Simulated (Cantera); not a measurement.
A Cantera script and its output.

```python
import numpy as np
import cantera as ct

gas = ct.Solution("gri30.yaml")
gas.TPX = 873, 13000, {'CO': 0.018, 'O2': 0.028, 'H2O': 0.0048, 'N2': 1}
reactor = ct.IdealGasConstPressureReactor(gas, energy="off", clone=False)
net = ct.ReactorNet([reactor])
net.rtol, net.atol = 1e-08, 1e-18
show = ['CO', 'O2', 'H2O', 'NO', 'HO2']
times = np.geomspace(1e-05, 70, 13)

steps = ct.SolutionArray(gas, extra=["t"])
rows = []
print(f"{'t/s':>10s}{'T/K':>9s}{'P/Pa':>11s}" + "".join(f"{s:>11s}" for s in show))
for t in times:
    while net.time < t:
        t_next = net.step()
        steps.append(gas.state, t=t_next)
    rows.append([np.interp(t, steps.t, y) for y in (steps.T, steps.P, *steps(*show).X.T)])
    print(f"{t:10.3e}{rows[-1][0]:9.1f}{rows[-1][1]:11.4g}" + "".join(f"{x:11.3e}" for x in rows[-1][2:]))
rate = np.gradient(steps.T, steps.t)
print("integrator steps:", len(steps.t))
if steps.T.max() > steps.T[0] + 200:
    print(f"time of steepest temperature rise: {steps.t[rate.argmax()]:.4e} s")
gas.TPX = 873, 13000, {'CO': 0.018, 'O2': 0.028, 'H2O': 0.0048, 'N2': 1}
gas.equilibrate("TP")
print(f"equilibrium (TP): T = {gas.T:.1f} K  " + "  ".join(f"{s} {gas[s].X[0]:.3e}" for s in show))
```

Output:

```
       t/s      T/K       P/Pa         CO         O2        H2O         NO        HO2
 1.000e-05    873.0    1.3e+04  1.713e-02  2.665e-02  4.568e-03  3.442e-30  1.244e-18
 3.719e-05    873.0    1.3e+04  1.713e-02  2.665e-02  4.568e-03  4.486e-29  4.650e-18
 1.383e-04    873.0    1.3e+04  1.713e-02  2.665e-02  4.568e-03  6.232e-28  1.859e-17
 5.144e-04    873.0    1.3e+04  1.713e-02  2.665e-02  4.568e-03  1.072e-26  1.949e-16
 1.913e-03    873.0    1.3e+04  1.713e-02  2.665e-02  4.568e-03  1.682e-25  9.349e-15
 7.114e-03    873.0    1.3e+04  1.713e-02  2.665e-02  4.568e-03  2.479e-24  3.480e-13
 2.646e-02    873.0    1.3e+04  1.713e-02  2.665e-02  4.568e-03  4.097e-23  7.511e-12
 9.840e-02    873.0    1.3e+04  1.713e-02  2.665e-02  4.568e-03  1.188e-21  1.356e-10
 3.659e-01    873.0    1.3e+04  1.713e-02  2.665e-02  4.568e-03  7.577e-19  6.392e-09
 1.361e+00    873.0    1.3e+04  1.334e-02  2.478e-02  4.521e-03  2.196e-09  1.349e-06
 5.061e+00    873.0    1.3e+04  1.764e-03  1.910e-02  4.590e-03  7.696e-09  7.269e-07
 1.882e+01    873.0    1.3e+04  1.555e-04  1.831e-02  4.606e-03  7.223e-09  2.431e-07
 7.000e+01    873.0    1.3e+04  9.096e-06  1.824e-02  4.607e-03  5.637e-09  3.400e-08
integrator steps: 1379
equilibrium (TP): T = 873.0 K  CO 1.542e-13  O2 1.824e-02  H2O 4.607e-03  NO 2.068e-06  HO2 1.875e-12
```

Detailed kinetics in Cantera: GRI-Mech 3.0 (53 species, 325 reactions).
